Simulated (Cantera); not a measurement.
A closed system holds: 1 mol CH3F, 0.17 mol CH4, 14 mol H2, held at 2925 K and 0.113 Torr.

Method: chemical equilibrium by Gibbs-energy minimisation in Cantera with the NASA 1993 tables (ideal gas, pure condensed phases). Candidate condensed phases: C, C6H6, C7H8, C8H18; 95 gas species. Rates play no part.

Base state: H 0.933, C 0.0234, HF 0.0190, F 0.0114, H2 0.00840, C3 0.00272, C2 0.00189, CF 0.000161 (mole fractions); condensed: gas only.

Problem. What changes in the equilibrium state with this change: temperature from 2925 K to 1398.15 K?

Solution. 
| species | before | after |
|---|---|---|
| H2 | 0.00840 | 0.938 |
| HF | 0.0190 | 0.0612 |
| H | 0.933 | 0.000375 |
| C | 0.0234 | <1e-9 |
| F | 0.0114 | <1e-9 |
| C3 | 0.00272 | <1e-9 |
| C2 | 0.00189 | <1e-9 |
| CF | 0.000161 | <1e-9 |
| C(graphite), mol | 0 | 1.17 |
